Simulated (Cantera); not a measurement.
## Premixed flame

A freely propagating, adiabatic, planar premixed flame of C₃H₈ : O₂ : N₂ = 1 : 5.15 : 19.4 (molar parts), unburnt at 325 K and 9.87 atm; mixture-averaged transport, grid criteria slope 0.08 and curve 0.16, no radiation.

Cantera simulation using GRI-Mech 3.0 (53 species, 325 reactions); the numbers are that mechanism's predictions, not measurements. GRI-Mech 3.0 was tuned for natural gas; its chemistry of propane as a main component is partial and can be far from experiment. Burning velocities carry a grid error of a few per cent, more on coarse grids.

| z (mm) | T (K) | u (m/s) | x C₃H₈ | x O₂ | x CH₂CO | x N₂O | x HCO | x C₂H₂ |
|---|---|---|---|---|---|---|---|---|
| -0.180 | 325 | 0.266 | 0.0391 | 0.201 | 1.21e-8 | <1e-8 | <1e-8 | 2.61e-8 |
| -0.120 | 328 | 0.269 | 0.0391 | 0.201 | 2.25e-7 | <1e-8 | <1e-8 | 3.71e-7 |
| -0.0901 | 337 | 0.277 | 0.0390 | 0.200 | 1.65e-6 | <1e-8 | <1e-8 | 2.14e-6 |
| -0.0601 | 412 | 0.340 | 0.0385 | 0.193 | 2.59e-5 | <1e-8 | <1e-8 | 2.28e-5 |
| -0.0300 | 871 | 0.737 | 0.0288 | 0.148 | 0.000418 | 9.99e-8 | 7.43e-8 | 0.000239 |
| -0.0150 | 1323 | 1.15 | 0.0117 | 0.101 | 0.00112 | 2.41e-7 | 4.62e-6 | 0.000550 |
| 0 | 1769 | 1.55 | 0.000269 | 0.0533 | 0.00109 | 4.73e-7 | 2.58e-5 | 0.000801 |
| 0.0150 | 1978 | 1.73 | 4.32e-8 | 0.0297 | 0.000107 | 7.43e-7 | 4.18e-6 | 9.63e-5 |
| 0.0300 | 2069 | 1.80 | <1e-8 | 0.0214 | 3.92e-6 | 8.89e-7 | 2.90e-7 | 2.52e-6 |
| 0.0601 | 2162 | 1.87 | <1e-8 | 0.0155 | <1e-8 | 9.16e-7 | 4.78e-8 | <1e-8 |
| 0.120 | 2238 | 1.92 | <1e-8 | 0.0115 | <1e-8 | 8.17e-7 | 1.43e-8 | <1e-8 |
| 0.240 | 2285 | 1.96 | <1e-8 | 0.00890 | <1e-8 | 6.46e-7 | <1e-8 | <1e-8 |
| 0.480 | 2309 | 1.97 | <1e-8 | 0.00750 | <1e-8 | 5.13e-7 | <1e-8 | <1e-8 |
x: mole fraction of selected species; z is measured from the peak of heat release.

The laminar burning velocity is 26.6 cm/s. The thermal thickness comes out as 0.0601 mm, the peak x(CH₂CO) is 0.00143 and the peak x(HCO) is 2.69e-5. The peak x(C₂H₂) comes out as 0.000846. The grid points comes out as 139.
